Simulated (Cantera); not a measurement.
A freely propagating, adiabatic, planar premixed flame of H₂ : O₂ : N₂ = 1 : 0.179 : 0.536 (molar parts), equivalence ratio 2.8, unburnt at 600 K and 13300 Pa; mixture-averaged transport, grid criteria slope 0.08 and curve 0.16, no radiation.

Model: the H2/O2 subset of GRI-Mech 3.0, which has no nitrogen chemistry, integrated in Cantera. Burning velocities carry a grid error of a few per cent, more on coarse grids.

Task: How do the results move with these cheaper or finer settings: unity-Lewis-number transport; multicomponent transport; multicomponent+Soret transport; grid criteria slope 0.5, curve 1; grid criteria slope 0.25, curve 0.5; grid criteria slope 0.03, curve 0.06?

Result: 
| setting | laminar burning velocity | thermal thickness | peak x(HO₂) | peak x(OH) | grid points |
|---|---|---|---|---|---|
| as above | 711 cm/s | 6.35 mm | 3.89e-5 | 0.00250 | 138 |
| unity-Lewis-number transport | 440 cm/s | 5.78 mm | 3.59e-5 | 0.00242 | 130 |
| multicomponent transport | 689 cm/s | 6.41 mm | 3.88e-5 | 0.00249 | 140 |
| multicomponent+Soret transport | 674 cm/s | 6.32 mm | 3.90e-5 | 0.00247 | 142 |
| grid criteria slope 0.5, curve 1 | 819 cm/s | 9.30 mm | 3.78e-5 | 0.00249 | 61 |
| grid criteria slope 0.25, curve 0.5 | 743 cm/s | 7.22 mm | 3.81e-5 | 0.00248 | 79 |
| grid criteria slope 0.03, curve 0.06 | 693 cm/s | 6.07 mm | 3.91e-5 | 0.00244 | 327 |
Unity Lewis numbers drop preferential diffusion, which matters most where H2 and H carry the flame; Soret adds thermal diffusion.
